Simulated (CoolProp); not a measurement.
Fluorine at several states: fugacity coefficient from the reference equation and from simpler models built on Tc = -128.7 °C, pc = 52.40 bar, ω = 0.045; each cubic takes its own stable root.

Computed with CoolProp (reference Helmholtz-energy equation of state, de Reuck 1990).

```json
[
 {"T (°C)": "-203.85", "p (bar)": "0.443", "phase": "liquid", "reference": "0.2375"},
 {"T (°C)": "-17.95", "p (bar)": "79.8", "phase": "supercritical", "reference": "0.9344"},
 {"T (°C)": "-146.35", "p (bar)": "0.352", "phase": "gas", "reference": "0.9967"},
 {"T (°C)": "-18.25", "p (bar)": "73.1", "phase": "supercritical", "reference": "0.9390"},
 {"T (°C)": "-169.85", "p (bar)": "10.3", "phase": "liquid", "reference": "0.4921"},
 {"T (°C)": "-12.45", "p (bar)": "11.3", "phase": "gas", "reference": "0.9910"}
]
```

Question: How far does each simpler model (van der Waals, Soave-Redlich-Kwong) lie from the reference over these 6 states: mean and median of the absolute difference, and the worst?

Answer: 
- van der Waals: mean 66.4 %, median 2.6 %, worst +315.5 % at -203.85 °C and 0.443 bar
- Soave-Redlich-Kwong: mean 0.9 %, median 0.9 %, worst +2.0 % at -169.85 °C and 10.3 bar

At some of these states van der Waals gives the other phase, because its saturation line lies elsewhere.
